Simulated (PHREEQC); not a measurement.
Solution (20 °C): 2.1 mol KOH and 0.048 mol NaHCO3 per kg of water. Closed to the air; pH follows from the charge balance.

All values are PHREEQC results (Pitzer model, pitzer.dat), not measurements.

No solid was allowed to form.

Question: What pH does the model give?

Answer: pH 14.57.

Species that the database lacks are ignored. In brines, pH and single-ion activities rest on the MacInnes convention.
